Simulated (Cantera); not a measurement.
A Cantera script and its output.

```python
import numpy as np
import cantera as ct

gas = ct.Solution("gri30.yaml")
gas.TPX = 325, 62000, {'CH4': 1, 'C2H6': 0.21, 'C3H8': 0.18, 'O2': 4.13, 'N2': 15.5, 'CO2': 2.1}
flame = ct.FreeFlame(gas, width=0.056)
flame.set_refine_criteria(ratio=3, slope=0.08, curve=0.16)
flame.transport_model = "mixture-averaged"
flame.solve(loglevel=0, auto=True)
z, T = flame.grid, flame.T
thick = (T[-1] - T[0]) / np.gradient(T, z).max()
show = ['CH4', 'C2H6', 'C3H8', 'O2', 'OH', 'HCN']
print(f"laminar burning velocity  {flame.velocity[0] * 100:.3f} cm/s")
print(f"burnt temperature         {T[-1]:.1f} K")
print(f"thermal thickness         {thick * 1e3:.4f} mm")
print(f"grid points               {len(z)}")
z0 = z[flame.heat_release_rate.argmax()]
print(f"{'z/mm':>9s}{'T/K':>9s}{'u/(m/s)':>9s}" + "".join(f"{s:>11s}" for s in show))
rows = []
for k in (-3, -2, -1.5, -1, -0.5, -0.25, 0, 0.25, 0.5, 1, 2, 4, 8):
    zz = z0 + k * thick
    rows.append([k * thick, np.interp(zz, z, T), np.interp(zz, z, flame.velocity),
                 *(np.interp(zz, z, flame.X[gas.species_index(s)]) for s in show)])
    print(f"{rows[-1][0] * 1e3:9.3f}{rows[-1][1]:9.1f}{rows[-1][2]:9.3f}" + "".join(f"{x:11.3e}" for x in rows[-1][3:]))
```

It prints:

```
laminar burning velocity  26.463 cm/s
burnt temperature         1959.2 K
thermal thickness         0.9116 mm
grid points               144
     z/mm      T/K  u/(m/s)        CH4       C2H6       C3H8         O2         OH        HCN
   -2.735    325.1    0.265  4.323e-02  9.079e-03  7.782e-03  1.785e-01  2.467e-15  3.421e-12
   -1.823    326.8    0.266  4.312e-02  9.070e-03  7.776e-03  1.783e-01  1.008e-12  9.090e-11
   -1.367    333.3    0.272  4.281e-02  9.050e-03  7.766e-03  1.776e-01  2.316e-11  5.740e-10
   -0.912    389.9    0.320  4.076e-02  8.863e-03  7.678e-03  1.727e-01  5.850e-09  8.363e-09
   -0.456    752.1    0.626  2.932e-02  6.618e-03  5.842e-03  1.403e-01  5.625e-06  1.034e-07
   -0.228   1122.5    0.945  1.744e-02  3.301e-03  2.361e-03  1.041e-01  7.521e-05  2.468e-07
    0.000   1483.9    1.258  4.448e-03  2.146e-04  6.353e-05  6.321e-02  1.149e-03  4.532e-07
    0.228   1623.5    1.373  2.421e-04  2.501e-07  1.258e-08  4.236e-02  3.472e-03  3.102e-07
    0.456   1672.6    1.408  6.536e-06  9.840e-11  8.287e-13  3.617e-02  4.362e-03  9.619e-08
    0.912   1733.3    1.453  7.536e-09  4.522e-16  3.304e-19  3.220e-02  4.582e-03  8.182e-09
    1.823   1800.4    1.503  8.368e-14  6.701e-23  6.024e-29  2.909e-02  4.240e-03  1.176e-10
    3.646   1861.9    1.548  1.704e-18  7.742e-31  4.674e-39  2.622e-02  3.546e-03  4.188e-13
    7.293   1907.7    1.581  2.232e-19 -2.026e-31 -5.489e-47  2.395e-02  2.759e-03  9.922e-14
```

Computed with Cantera and GRI-Mech 3.0 (53 species, 325 reactions). Burning velocities carry a grid error of a few per cent, more on coarse grids.
